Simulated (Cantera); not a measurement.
What does this Cantera script print?

```python
import numpy as np
import cantera as ct

gas_names = """
    Fe FeO Fe(OH)2 H HO2 H2 H2O H2O2 H2S H2SO4 O OH O2 O3 S SH SO SO2 SO3 S2 S2O S8
""".split()
cond_names = """
    Fe(a) Fe(c) Fe(d) Fe(L) FeO(s) FeO(L) Fe(OH)2(s) Fe(OH)3(s) FeS(a) FeS(b) FeS(c) FeS(L) FeSO4(s)
    FeS2(s) Fe2O3(s) Fe2S3O12(s) Fe3O4(s) H2O(s) H2O(L) H2SO4(L) S(cr1) S(cr2) S(L)
""".split()


def load(file, names, dense=False):
    # The tables refer to 1 bar. Condensed volumes are neglected.
    table = {s.name: s for s in ct.Species.list_from_file(file)}
    out = []
    for n in names:
        d = dict(table[n].input_data)
        d["thermo"] = dict(d["thermo"], **{"reference-pressure": 1e5})
        if dense:
            d["equation-of-state"] = {"model": "constant-volume", "density": "1e6 g/cm^3"}
        out.append(ct.Species.from_dict(d))
    return out


gas = ct.Solution(thermo="ideal-gas", species=load("nasa_gas.yaml", gas_names))
cond = {s.name: ct.Solution(thermo="fixed-stoichiometry", species=[s], name=s.name)
        for s in load("nasa_condensed.yaml", cond_names, dense=True)}
atoms = {
    'FeS': {'Fe': 1, 'S': 1},
    'H2S': {'H': 2, 'S': 1},
    'H2O': {'H': 2, 'O': 1},
}
top_T = {'FeSO4(s)': 950, 'FeS2(s)': 1010, 'Fe2O3(s)': 1830, 'Fe2S3O12(s)': 1100, 'Fe3O4(s)': 1870}  # K; cautious upper limits of use, not melting points


def equilibrate(T, P, feed):
    n = {}
    for name, mol in feed.items():
        for a, k in atoms[name].items():
            n[a] = n.get(a, 0.0) + k * mol
    gas.TPX = T, P, n
    mass = sum(n.values()) * gas.mean_molecular_weight
    gas.equilibrate("TP")
    valid = [c for c in cond.values() if c.min_temp <= T <= top_T.get(c.name, c.max_temp)]
    mix = ct.Mixture([(gas, mass / gas.mean_molecular_weight)] + [(c, 0.0) for c in valid])
    mix.T, mix.P = T, P
    mix.equilibrate("TP", solver="vcs", rtol=1e-11, max_steps=5000)
    return mix


results = []
feed = {'FeS': 1, 'H2S': 0.056, 'H2O': 4.6}  # mol
P = 100000  # Pa
for T in [823, 848, 873, 898, 923, 948, 973, 998, 1023, 1048, 1073, 1098]:
    mix = equilibrate(T, P, feed)
    results.append((T, P, feed, dict(zip(mix.species_names, mix.species_moles))))

top = {s: max(r[3][s] / sum(r[3][g] for g in gas_names) for r in results) for s in gas_names}
cols = sorted((s for s in top if top[s] > 0.0001), key=lambda s: -top[s])[:8]
seen = [c for c in cond_names if any(r[3].get(c, 0) > 1e-12 for r in results)]
print("log10 of partial pressures in bar; condensed amounts in mol")
print(f"{'T/K':>10s}" + "".join(f"{s[:9]:>10s}" for s in cols + seen))
for T, P, feed, n in results:
    ng = sum(n[g] for g in gas_names)
    print(f"{T:10.4g}" + "".join(f"{np.log10(max(n[s] / ng * P / 1e5, 1e-99)):10.3f}" for s in cols)
          + "".join(f"{n.get(c, 0):10.4g}" for c in seen))
```

Output:

```
log10 of partial pressures in bar; condensed amounts in mol
       T/K       H2O       H2S        H2       SO2        S2    FeS(c)  Fe3O4(s)
       823    -0.006    -1.942    -2.784    -3.275    -4.594         1         0
       848    -0.006    -1.948    -2.682    -3.174    -4.475         1         0
       873    -0.006    -1.955    -2.586    -3.078    -4.366         1         0
       898    -0.007    -1.942    -2.484    -3.003    -4.245    0.9975 0.0008332
       923    -0.008    -1.925    -2.388    -2.928    -4.124    0.9944  0.001855
       948    -0.008    -1.910    -2.297    -2.853    -4.006    0.9911  0.002969
       973    -0.009    -1.894    -2.211    -2.779    -3.891    0.9875  0.004175
       998    -0.010    -1.879    -2.131    -2.708    -3.781    0.9836  0.005476
      1023    -0.011    -1.864    -2.054    -2.638    -3.674    0.9794  0.006874
      1048    -0.012    -1.850    -1.982    -2.570    -3.572    0.9749  0.008374
      1073    -0.013    -1.836    -1.913    -2.505    -3.473    0.9701  0.009983
      1098    -0.015    -1.823    -1.847    -2.442    -3.379    0.9649   0.01171
```

These are equilibrium values from Cantera (NASA tables, ideal gas, pure condensed phases), not measurements of a reactor. Mutual solubility and eutectic melting of coexisting phases are not modelled. FeS: taken at fixed stoichiometry. Gases not in the tables: S3 to S7.
